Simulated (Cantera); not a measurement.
Input: 1 mol Si, 0.54 mol Cl2, 9.3 mol H2, 1.4 mol HCl, equilibrated at 0.100 bar.

Points: T (K) = 800, 850, 900, 950, 1000, 1050, 1100, 1150.

Cantera's Mixture.equilibrate('TP', solver="vcs", rtol=1e-11, max_steps=5000) on the NASA tables stopped like this:

```
4
   condensed (mol): Si(cr) 0.3577
T = 1000 K  P = 10000 Pa  gas = 10.62 mol
   x: H2 9.244e-01  SiCL4 4.087e-02  HCL 1.654e-02  SiHCL3 1.610e-02  SiCL3 9.212e-04  SiH2CL2 6.840e-04  SiCL2 5.028e-04
   condensed (mol): Si(cr) 0.3724
T = 1050 K  P = 10000 Pa  gas = 10.65 mol
   x: H2 9.184e-01  SiCL4 3.863e-02  HCL 2.433e-02  SiHCL3 1.514e-02  SiCL3 1.602e-03  SiCL2 1.204e-03  SiH2CL2 6.763e-04
   condensed (mol): Si(cr) 0.3901
T = 1100 K  P = 10000 Pa  gas = 10.69 mol
   x: H2 9.106e-01  SiCL4 3.543e-02  HCL 3.418e-02  SiHCL3 1.392e-02  SiCL2 2.612e-03  SiCL3 2.579e-03  SiH2CL2 6.558e-04
   condensed (mol): Si(cr) 0.4097
ERROR: FAILURE its = 5001!

*******************************************************************************
CanteraError thrown by MultiPhase::equilibrate:
VCS solver failed. Return code: -1
*******************************************************************************
```

Question: What got this run through?

Answer: Several could match; the one computed here: The failure is numerical, not chemical. The same input converged with solver="gibbs", rtol=1e-10, max_steps=50000, and the result passed a check of the equilibrium conditions:
```
T = 800 K  P = 10000 Pa  gas = 10.57 mol
   x: H2 9.349e-01  SiCL4 4.393e-02  SiHCL3 1.848e-02  HCL 2.010e-03  SiH2CL2 6.278e-04  SiCL3 4.185e-05
   condensed (mol): Si(cr) 0.333
T = 850 K  P = 10000 Pa  gas = 10.58 mol
   x: H2 9.337e-01  SiCL4 4.374e-02  SiHCL3 1.801e-02  HCL 3.764e-03  SiH2CL2 6.520e-04  SiCL3 1.055e-04  SiCL2 1.805e-05
   condensed (mol): Si(cr) 0.3385
T = 900 K  P = 10000 Pa  gas = 10.59 mol
   x: H2 9.317e-01  SiCL4 4.326e-02  SiHCL3 1.748e-02  HCL 6.549e-03  SiH2CL2 6.701e-04  SiCL3 2.382e-04  SiCL2 6.253e-05
   condensed (mol): Si(cr) 0.3465
T = 950 K  P = 10000 Pa  gas = 10.6 mol
   x: H2 9.287e-01  SiCL4 4.235e-02  SiHCL3 1.686e-02  HCL 1.070e-02  SiH2CL2 6.813e-04  SiCL3 4.890e-04  SiCL2 1.884e-04
   condensed (mol): Si(cr) 0.3577
T = 1000 K  P = 10000 Pa  gas = 10.62 mol
   x: H2 9.244e-01  SiCL4 4.087e-02  HCL 1.654e-02  SiHCL3 1.610e-02  SiCL3 9.212e-04  SiH2CL2 6.840e-04  SiCL2 5.028e-04
   condensed (mol): Si(cr) 0.3724
T = 1050 K  P = 10000 Pa  gas = 10.65 mol
   x: H2 9.184e-01  SiCL4 3.863e-02  HCL 2.433e-02  SiHCL3 1.514e-02  SiCL3 1.602e-03  SiCL2 1.204e-03  SiH2CL2 6.763e-04
   condensed (mol): Si(cr) 0.3901
T = 1100 K  P = 10000 Pa  gas = 10.69 mol
   x: H2 9.106e-01  SiCL4 3.543e-02  HCL 3.418e-02  SiHCL3 1.392e-02  SiCL2 2.612e-03  SiCL3 2.579e-03  SiH2CL2 6.558e-04
   condensed (mol): Si(cr) 0.4097
T = 1150 K  P = 10000 Pa  gas = 10.74 mol
   x: H2 9.009e-01  HCL 4.594e-02  SiCL4 3.115e-02  SiHCL3 1.241e-02  SiCL2 5.155e-03  SiCL3 3.832e-03  SiH2CL2 6.200e-04
   condensed (mol): Si(cr) 0.4287
```

The gas is ideal and each condensed phase is pure. The tables' values for SiCl3 are old estimates; treat these amounts as uncertain.
